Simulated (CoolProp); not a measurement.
A simple Rankine cycle with R1233zd(E): condensing at 312.15 K, boiler at 1.01 MPa, turbine inlet 376.6 K, turbine efficiency 0.85, pump efficiency 0.8, no recuperator. Each further row changes one setting.

Values from CoolProp's reference Helmholtz-energy equation of state, Akasaka 2022.

| case | thermal efficiency (%) | net work (kJ/kg) | heat in (kJ/kg) | turbine exit temperature (K) | volume ratio over the turbine |
|---|---|---|---|---|---|
| as stated | 11.3 | ___ | 226 | 331.5 | ___ |
| turbine inlet 396.6 K | 11.3 | 27.8 | 246 | 352.6 | 4.88 |
| condensing temperature 304.15 K | 12.7 | 29.9 | ___ | 325.3 | 6.49 |
| boiler pressure 0.707 MPa | 9.1 | 21.0 | 232 | 343.8 | 3.38 |
| turbine efficiency 0.75 | 9.9 | 22.4 | 226 | 335.1 | 5.09 |

Problem. What belongs in the gaps?

Solution. 
- as stated, net work (kJ/kg): 25.5
- as stated, volume ratio over the turbine: 5.02
- condensing temperature 304.15 K, heat in (kJ/kg): 235
